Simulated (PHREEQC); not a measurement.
Solution (25 °C): 12 mmol/kgw ZnSO4 and 3 mmol/kgw NaOH. Closed to the air; pH follows from the charge balance.

The numbers come from PHREEQC with the ion-association model, wateq4f.dat.

This is a speciation only: nothing precipitates in the calculation.

**Question.** What pH, ionic strength does the model give?

**Answer.** pH 8.21; ionic strength 0.0314 mol/kgw.

**Question.** In which forms is S present?

**Answer.** SO4-2 67 %, ZnSO4 29 %, Zn(SO4)2-2 3.8 %, NaSO4- 0.5 % of the S.

Saturation is exceeded, for instance for Zn(OH)2-e, Zn4(OH)6SO4; the values hold only as long as no solid forms. Species that the database lacks are ignored.
